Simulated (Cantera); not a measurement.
Input (Python, Cantera):

```python
import numpy as np
import cantera as ct

gas = ct.Solution("h2o2.yaml")
gas.TPX = 375, 13332, {'H2': 1, 'O2': 0.649, 'N2': 2.66, 'H2O': 1.2}
flame = ct.FreeFlame(gas, width=0.16)
flame.set_refine_criteria(ratio=3, slope=0.08, curve=0.16)
flame.transport_model = "unity-Lewis-number"
flame.solve(loglevel=0, auto=True)
z, T = flame.grid, flame.T
thick = (T[-1] - T[0]) / np.gradient(T, z).max()
show = ['H2', 'O2', 'H2O', 'HO2', 'O', 'OH']
print(f"laminar burning velocity  {flame.velocity[0] * 100:.3f} cm/s")
print(f"burnt temperature         {T[-1]:.1f} K")
print(f"thermal thickness         {thick * 1e3:.4f} mm")
print(f"grid points               {len(z)}")
z0 = z[flame.heat_release_rate.argmax()]
print(f"{'z/mm':>9s}{'T/K':>9s}{'u/(m/s)':>9s}" + "".join(f"{s:>11s}" for s in show))
rows = []
for k in (-3, -2, -1.5, -1, -0.5, -0.25, 0, 0.25, 0.5, 1, 2, 4, 8):
    zz = z0 + k * thick
    rows.append([k * thick, np.interp(zz, z, T), np.interp(zz, z, flame.velocity),
                 *(np.interp(zz, z, flame.X[gas.species_index(s)]) for s in show)])
    print(f"{rows[-1][0] * 1e3:9.3f}{rows[-1][1]:9.1f}{rows[-1][2]:9.3f}" + "".join(f"{x:11.3e}" for x in rows[-1][3:]))
```

It prints:

```
laminar burning velocity  85.493 cm/s
burnt temperature         1685.3 K
thermal thickness         3.5788 mm
grid points               108
     z/mm      T/K  u/(m/s)         H2         O2        H2O        HO2          O         OH
  -10.736    375.0    0.855  1.815e-01  1.178e-01  2.178e-01  4.542e-09  3.254e-11  1.542e-13
   -7.158    375.1    0.855  1.815e-01  1.178e-01  2.178e-01  7.256e-08  6.509e-10  3.415e-12
   -5.368    375.6    0.856  1.815e-01  1.178e-01  2.179e-01  4.692e-07  5.104e-09  4.585e-11
   -3.579    380.5    0.867  1.809e-01  1.175e-01  2.186e-01  4.349e-06  6.337e-08  2.593e-09
   -1.789    485.3    1.099  1.687e-01  1.115e-01  2.334e-01  8.986e-05  8.286e-06  1.472e-05
   -0.895    742.3    1.653  1.342e-01  9.516e-02  2.734e-01  6.401e-05  2.142e-04  2.645e-04
    0.000   1047.1    2.284  7.219e-02  6.697e-02  3.364e-01  2.408e-05  2.160e-03  1.367e-03
    0.895   1234.0    2.655  3.206e-02  4.732e-02  3.775e-01  1.278e-05  4.373e-03  3.908e-03
    1.789   1332.4    2.845  2.271e-02  4.140e-02  3.917e-01  9.552e-06  4.448e-03  5.294e-03
    3.579   1435.0    3.038  1.798e-02  3.776e-02  4.033e-01  7.251e-06  3.484e-03  5.977e-03
    7.158   1525.9    3.206  1.300e-02  3.468e-02  4.144e-01  5.364e-06  2.306e-03  5.877e-03
   14.315   1596.7    3.336  8.012e-03  3.221e-02  4.240e-01  3.682e-06  1.308e-03  5.067e-03
   28.630   1643.2    3.420  4.187e-03  3.064e-02  4.309e-01  2.234e-06  6.444e-04  3.867e-03
```

Detailed kinetics in Cantera: the H2/O2 subset of GRI-Mech 3.0, which has no nitrogen chemistry. Unity Lewis numbers drop preferential diffusion, which matters most where H2 and H carry the flame. Burning velocities carry a grid error of a few per cent, more on coarse grids.
